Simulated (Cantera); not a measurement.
**Adiabatic ignition**

An adiabatic, constant-pressure homogeneous reactor starts with 17.1 % H₂, 17.4 % O₂, 65.5 % N₂, equivalence ratio 0.49, at 1225 K and 100000 Pa.

Computed with Cantera and GRI-Mech 3.0 (53 species, 325 reactions).

```tsv
t (s)	T (K)	x H₂	x O₂	x OH	x H₂O	x NO₂	x O	x H
3.00e-6	1225	0.171	0.174	1.63e-9	7.43e-9	<1e-12	2.73e-9	1.33e-8
1.33e-5	1225	0.171	0.174	1.43e-7	1.44e-6	<1e-12	2.51e-7	1.06e-6
5.92e-5	1864	0.0156	0.0912	0.0179	0.141	4.68e-9	0.0226	0.0255
0.000263	2323	0.00315	0.0929	0.0131	0.175	5.54e-8	0.00400	0.00141
0.00117	2364	0.00174	0.0938	0.0101	0.179	2.01e-7	0.00219	0.000560
0.00520	2362	0.00173	0.0934	0.0100	0.179	7.44e-7	0.00217	0.000555
0.0231	2357	0.00169	0.0920	0.00982	0.179	2.79e-6	0.00210	0.000536
0.103	2348	0.00163	0.0894	0.00944	0.179	6.58e-6	0.00196	0.000502
0.456	2346	0.00162	0.0889	0.00936	0.179	7.31e-6	0.00193	0.000495
2.03	2346	0.00162	0.0889	0.00936	0.179	7.31e-6	0.00193	0.000495
9.00	2346	0.00162	0.0889	0.00936	0.179	7.31e-6	0.00193	0.000495
```
x: mole fraction; the columns are a selection and need not sum to one.

- time of steepest temperature rise: 42.2 µs
- temperature at 9.00 s: 2346 K
- equilibrium temperature: 2346 K
- x(H₂) at 9.00 s: 0.00162 (gas-phase equilibrium 0.00162)
- x(O₂) at 9.00 s: 0.0889 (gas-phase equilibrium 0.0889)
- x(OH) at 9.00 s: 0.00936 (gas-phase equilibrium 0.00936)
